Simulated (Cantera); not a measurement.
A freely propagating, adiabatic, planar premixed flame of CH4 : O2 : N2 = 1 : 1.67 : 7.67 (molar parts), unburnt at 675 K and 105 Torr; mixture-averaged transport, grid criteria slope 0.08 and curve 0.16, no radiation.

Model: GRI-Mech 3.0 (53 species, 325 reactions), integrated in Cantera. Burning velocities carry a grid error of a few per cent, more on coarse grids.

Task: What does this change do: inlet temperature 675 to 500 K?

Result: 
```tsv
quantity	before	after
laminar burning velocity	170 cm/s	94.6 cm/s
thermal thickness	2.14 mm	2.41 mm
peak x(C2H)	8.26e-7	4.41e-7
peak x(HCN)	1.00e-5	8.39e-6
```

Task: What does this change do: 0.8 parts CO2 added?

Result: 
```csv
quantity,before,after
laminar burning velocity,170 cm/s,118 cm/s
thermal thickness,2.14 mm,2.67 mm
peak x(C2H),8.26e-7,3.26e-7
peak x(HCN),1.00e-5,5.37e-6
```
